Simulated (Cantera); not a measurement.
Ignition delay

Mixture: CH4 : O2 : N2 = 1 : 1.82 : 6.84 (molar parts), at 2.00 bar, adiabatic and at constant pressure. Ignition delay is the time to a rise of 400 K.

Cantera simulation using GRI-Mech 3.0 (53 species, 325 reactions); the numbers are that mechanism's predictions, not measurements.

```
T0 (K)  delay (ms)
------  ----------
1225          18.5
1325          5.14
1425          1.60
1525         0.561
1625         0.224
1725         0.102
```

```json
{
 "apparent activation energy between 1525 and 1725 K": "190 kJ/mol"
}
```
